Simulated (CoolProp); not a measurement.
The numbers come from the reference Helmholtz-energy equation of state, Zhou 2012 in CoolProp.

Task: Give the vapour pressure (MPa), liquid density (kg/m³), vapour density (kg/m³), surface tension (mN/m) of saturated o-xylene at 317.8 K.

Result: 
```json
[
 {"T (K)": "317.8", "p (MPa)": "0.00262", "liquid density (kg/m³)": "859", "vapour density (kg/m³)": "0.106", "surface tension (mN/m)": "27.4"}
]
```

Surface tension comes from a separate correlation (Mulero 2014).
